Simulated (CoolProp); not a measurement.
A simple Rankine cycle with n-perfluorobutane: condensing at 288.15 K, boiler at 0.573 MPa, turbine inlet 364.3 K, turbine efficiency 0.65, pump efficiency 0.6, no recuperator. Each further row changes one setting.

Values from CoolProp's reference Helmholtz-energy equation of state, Gao 2022.

```
case                             thermal efficiency (%)  net work (kJ/kg)  heat in (kJ/kg)  turbine exit temperature (K)  volume ratio over the turbine
-------------------------------  ----------------------  ----------------  ---------------  ----------------------------  -----------------------------
as stated                                           [?]              7.83              157                         351.9                           3.12
turbine inlet 384.3 K                               4.8              8.41              176                         372.0                           3.08
condensing temperature 280.15 K                     6.0               [?]              166                         349.1                           4.16
boiler pressure 0.401 MPa                           3.4               [?]              [?]                         356.3                            [?]
turbine efficiency 0.55                             4.2              6.56              157                         353.3                           3.13
```

Fill in the missing entries.


- as stated, thermal efficiency (%): 5.0
- condensing temperature 280.15 K, net work (kJ/kg): 9.96
- boiler pressure 0.401 MPa, net work (kJ/kg): 5.47
- boiler pressure 0.401 MPa, heat in (kJ/kg): 159
- boiler pressure 0.401 MPa, volume ratio over the turbine: 2.13
